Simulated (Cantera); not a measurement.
A perfectly stirred reactor is fed with H₂ : O₂ = 0.26 : 1 (molar parts), at 1.88 Torr; it is held at 1273 K, and followed from long to short residence time.

Computed with Cantera and the H2/O2 subset of GRI-Mech 3.0, which has no nitrogen chemistry. Radical loss at walls, strong at low pressure, is not modelled. The temperature is held fixed by assumption; the heat of reaction is taken as removed at once.

### Question
Predict: x(H₂) at τ = 14.0 s; x(O₂) at τ = 14.0 s; x(HO₂) at τ = 14.0 s; x(H₂O) at τ = 14.0 s; x(H) at τ = 14.0 s; x(H₂) at τ = 0.300 s; x(O₂) at τ = 0.300 s; x(HO₂) at τ = 0.300 s; x(H₂O) at τ = 0.300 s; x(H) at τ = 0.300 s.

### Answer
```json
{
  "x(H₂) at τ = 14.0 s": "0.000917",
  "x(O₂) at τ = 14.0 s": "0.763",
  "x(HO₂) at τ = 14.0 s": "9.58e-7",
  "x(H₂O) at τ = 14.0 s": "0.225",
  "x(H) at τ = 14.0 s": "0.00133",
  "x(H₂) at τ = 0.300 s": "0.00734",
  "x(O₂) at τ = 0.300 s": "0.709",
  "x(HO₂) at τ = 0.300 s": "1.48e-6",
  "x(H₂O) at τ = 0.300 s": "0.187",
  "x(H) at τ = 0.300 s": "0.0341"
}
```
